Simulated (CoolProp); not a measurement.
Isobutene along the isotherm 469.2 K: fugacity coefficient from the reference equation and from simpler models built on Tc = 418.1 K, pc = 4.016 MPa, ω = 0.193; each cubic takes its own stable root.

Model: reference Helmholtz-energy equation of state, Lemmon 2005, in CoolProp. It is a short technical equation, of lower accuracy than the large ones.

| p (MPa) | phase | reference | van der Waals | Soave-Redlich-Kwong | Peng-Robinson |
|---|---|---|---|---|---|
| 1.43 | gas | 0.9170 | 0.9211 | (withheld) | 0.9085 |
| 2.87 | gas | 0.8363 | 0.8425 | 0.8416 | 0.8225 |
| 4.3 | supercritical | 0.7591 | 0.7641 | 0.7677 | 0.7426 |
| 5.74 | supercritical | 0.6846 | 0.6830 | 0.6967 | 0.6680 |
| 7.17 | supercritical | 0.6157 | 0.6081 | 0.6321 | 0.6017 |
| 8.61 | supercritical | 0.5566 | 0.5520 | 0.5776 | 0.5465 |
| 10 | supercritical | 0.5117 | 0.5127 | 0.5362 | 0.5045 |
| 11.5 | supercritical | (withheld) | 0.4815 | 0.5015 | 0.4691 |
| 12.9 | supercritical | 0.4471 | 0.4598 | 0.4762 | 0.4431 |
| 14.3 | supercritical | 0.4254 | 0.4434 | 0.4560 | 0.4221 |
| 15.8 | supercritical | 0.4069 | 0.4301 | 0.4386 | 0.4039 |
| 17.2 | supercritical | (withheld) | 0.4209 | 0.4257 | 0.3900 |
| 18.6 | supercritical | 0.3815 | 0.4141 | 0.4151 | 0.3785 |
| 20.1 | supercritical | 0.3715 | 0.4090 | 0.4061 | 0.3684 |

Q: Complete the blanks.

A: 
- 1.43, Soave-Redlich-Kwong: 0.9193
- 11.5, reference: 0.4743
- 17.2, reference: 0.3929
